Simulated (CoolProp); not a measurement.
A Linde-Hampson liquefier for dry air: isothermal reversible compression at 230 K from 1 atm to 15 MPa, throttling to 1 atm, return gas leaving the recuperator 2 K below the feed. Each further row changes one setting.

Model: reference Helmholtz-energy equation of state, Lemmon 2000, in CoolProp. It is a pseudo-pure fit of the blend.

```csv
case,liquid yield per pass,compression work (kJ/kg of gas)
as stated,0.139,320
high pressure 30 MPa,0.199,363
warm-end temperature 260 K,0.096,367
warm-end gap 7 K,0.127,320
```
